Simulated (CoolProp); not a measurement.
Vapour-liquid equilibrium of cis-2-butene (1) + acetone (2) at 369.3 K; x and y are mole fractions of (1).

Values from CoolProp's multi-fluid Helmholtz-energy mixture model, Lemmon 2005 and Lemmon 2006; pair parameters Bell 2016.

```tsv
x	bubble pressure (kPa)	y at the bubble point	dew pressure at overall composition x (kPa)	liquid density (mol/L)
0.05	437.6	0.245	353.7	11.86
0.125	575.4	0.448	382.1	11.61
0.2	695.3	0.563	415.0	11.35
0.275	797.4	0.637	453.8	11.10
0.35	883.6	0.690	499.9	10.86
0.425	956.3	0.730	555.7	10.62
0.5	1019	0.762	624.4	10.38
0.575	1074	0.792	709.9	10.16
0.65	1123	0.820	817.1	9.950
0.725	1170	0.849	947.9	9.754
0.8	1214	0.881	1089	9.577
0.875	1255	0.918	1206	9.420
0.95	1292	0.963	1282	9.286
```

No azeotrope shows between x = 0.05 and 0.95.

The pair parameters rest on a limited set of measurements; away from them the model extrapolates.
